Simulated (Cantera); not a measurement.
Mixture: CH4 : O2 : N2 : H2O = 1 : 3.64 : 13.7 : 0.75 (molar parts), at 270000 Pa, adiabatic and at constant volume. Ignition delay is the time to a rise of 400 K.

Model: GRI-Mech 3.0 (53 species, 325 reactions), integrated in Cantera.

Task: What does this change do: N2 13.7 to 19 parts?

Result: 
| quantity | before | after |
|---|---|---|
| delay at 1025 K | 0.181 s | 0.239 s |
| delay at 1075 K | 82.1 ms | 0.109 s |
| delay at 1125 K | 39.2 ms | 52.4 ms |
| delay at 1175 K | 19.5 ms | 26.1 ms |
| delay at 1225 K | 10.1 ms | 13.5 ms |
| delay at 1275 K | 5.36 ms | 7.16 ms |
| apparent activation energy between 1175 and 1275 K | 160 kJ/mol | 160 kJ/mol |
